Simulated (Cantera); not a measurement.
Source: NASA polynomial tables (part measured, part estimated), evaluated in Cantera. Values are per mole of reaction as written; species without (g) are pure solids or liquids, kept so even where they would boil at 1 bar.

Sr + 2 O(g) + 2 HF(g) ⇌ Sr(OH)2 + 2 F(g)

```tsv
T (K)	ΔH° (kJ)	ΔS° (J/K)	ΔG° (kJ)	log10 K	condensed phases
300	-763.4	-310.2	-670.3	116.71	Sr(s), Sr(OH)2(s)
725	-755.8	-297.7	-540.0	38.90	Sr(s), Sr(OH)2(s)
925	-723.1	-256.7	-485.6	27.42	Sr(s), Sr(OH)2(l)
1125	-718.1	-251.7	-435.0	20.19	Sr(l), Sr(OH)2(l)
1325	-706.3	-242.1	-385.6	15.20	Sr(l), Sr(OH)2(l)
1525	-694.9	-234.0	-338.0	11.58	Sr(l), Sr(OH)2(l)
1725	?	?	?	?	Sr(l), Sr(OH)2(l)
1925	?	?	?	?	Sr(l), Sr(OH)2(l)
2125	-662.4	-216.0	-203.4	5.00	Sr(l), Sr(OH)2(l)
```

What belongs in the gaps?


- 1725, ΔH° (kJ): -683.8
- 1725, ΔS° (J/K): -227.2
- 1725, ΔG° (kJ): -291.9
- 1725, log10 K: 8.84
- 1925, ΔH° (kJ): -673.0
- 1925, ΔS° (J/K): -221.2
- 1925, ΔG° (kJ): -247.1
- 1925, log10 K: 6.70
